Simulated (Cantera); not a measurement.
An isothermal, constant-pressure homogeneous reactor starts with CH₄ : H₂O = 1 : 0.8 (molar parts), at 1325 K and 9000 Torr. Integrator tolerance rtol = 1e-08.

Cantera simulation using GRI-Mech 3.0 (53 species, 325 reactions); the numbers are that mechanism's predictions, not measurements. The pressure lies above the range GRI-Mech 3.0 was tuned for (to about 10 atm).

What does this change do: pressure from 9000 Torr to 100.0 Torr?


```json
[
 {"quantity": "x(CH₄) at 3.00 s", "before": "0.423 (gas-phase equilibrium 0.0687)", "after": "0.536 (gas-phase equilibrium 0.0442)"},
 {"quantity": "x(H₂O) at 3.00 s", "before": "0.415 (gas-phase equilibrium 0.00754)", "after": "0.440 (gas-phase equilibrium 1.62e-6)"},
 {"quantity": "x(C₂H) at 3.00 s", "before": "8.50e-12 (gas-phase equilibrium <1e-12)", "after": "1.12e-11 (gas-phase equilibrium 1.69e-11)"},
 {"quantity": "x(C₂H₆) at 3.00 s", "before": "0.00184 (gas-phase equilibrium 1.05e-5)", "after": "0.000475 (gas-phase equilibrium 4.23e-6)"},
 {"quantity": "x(CH₂) at 3.00 s", "before": "1.80e-11 (gas-phase equilibrium <1e-12)", "after": "1.88e-10 (gas-phase equilibrium 1.58e-11)"},
 {"quantity": "x(C₂H₂) at 3.00 s", "before": "0.0123 (gas-phase equilibrium 1.90e-6)", "after": "0.00402 (gas-phase equilibrium 0.00579)"}
]
```

What does this change do: temperature 1325 to 1850 K?


```
quantity                                            before                                    after
-----------------  ---------------------------------------  ---------------------------------------
x(CH₄) at 3.00 s      0.423 (gas-phase equilibrium 0.0687)    0.0316 (gas-phase equilibrium 0.0316)
x(H₂O) at 3.00 s     0.415 (gas-phase equilibrium 0.00754)  5.64e-5 (gas-phase equilibrium 5.75e-5)
x(C₂H) at 3.00 s   8.50e-12 (gas-phase equilibrium <1e-12)  2.22e-8 (gas-phase equilibrium 2.22e-8)
x(C₂H₆) at 3.00 s  0.00184 (gas-phase equilibrium 1.05e-5)  1.42e-5 (gas-phase equilibrium 1.42e-5)
x(CH₂) at 3.00 s   1.80e-11 (gas-phase equilibrium <1e-12)  2.51e-8 (gas-phase equilibrium 2.51e-8)
x(C₂H₂) at 3.00 s   0.0123 (gas-phase equilibrium 1.90e-6)    0.0112 (gas-phase equilibrium 0.0112)
```

What does this change do: CH4 1 to 5.4 parts?


| quantity | before | after |
|---|---|---|
| x(CH₄) at 3.00 s | 0.423 (gas-phase equilibrium 0.0687) | 0.662 (gas-phase equilibrium 0.558) |
| x(H₂O) at 3.00 s | 0.415 (gas-phase equilibrium 0.00754) | 0.118 (gas-phase equilibrium 4.35e-5) |
| x(C₂H) at 3.00 s | 8.50e-12 (gas-phase equilibrium <1e-12) | 8.62e-12 (gas-phase equilibrium <1e-12) |
| x(C₂H₆) at 3.00 s | 0.00184 (gas-phase equilibrium 1.05e-5) | 0.00369 (gas-phase equilibrium 0.00147) |
| x(CH₂) at 3.00 s | 1.80e-11 (gas-phase equilibrium <1e-12) | 1.37e-11 (gas-phase equilibrium 4.85e-12) |
| x(C₂H₂) at 3.00 s | 0.0123 (gas-phase equilibrium 1.90e-6) | 0.0139 (gas-phase equilibrium 0.00119) |
GRI-Mech 3.0 stops at C3 and has no aromatics, soot or wall deposition, so with more carbon than oxygen in the feed, carbon stays in small species such as C2H2 where larger ones or solid carbon would form.
